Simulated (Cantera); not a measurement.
Feed: 1 mol SiH4, 0.06 mol Cl2, 10 mol N2, 0.51 mol HCl, held at 1400 °C and 0.100 bar.

Cantera equilibrium calculation (NASA polynomials, part measured and part estimated; ideal gas, pure solids and liquids). Candidate condensed phases: NH4Cl, Si, Si3N4; 28 gas species. The tables' values for SiCl3 are old estimates; treat these amounts as uncertain. Equilibrium is a limit: real reactors are often held back by kinetics, nucleation or transport.

Base state: N2 0.784, H2 0.165, HCl 0.0472, SiCl2 0.00264, H 0.000147, SiCl3 8.94e-5, Cl 3.27e-5 (mole fractions); condensed: Si3N4(s).

### Question
What changes in the equilibrium state with this change: temperature from 1400 °C to 1452 °C?

### Answer
```csv
species,before,after
N2,0.784,0.785
H2,0.165,0.167
HCl,0.0472,0.0443
SiCl2,0.00264,0.00403
H,0.000147,0.000240
Cl,3.27e-5,4.94e-5
SiCl3,8.94e-5,9.87e-5
"Si3N4(s), mol",0.322,0.317
```
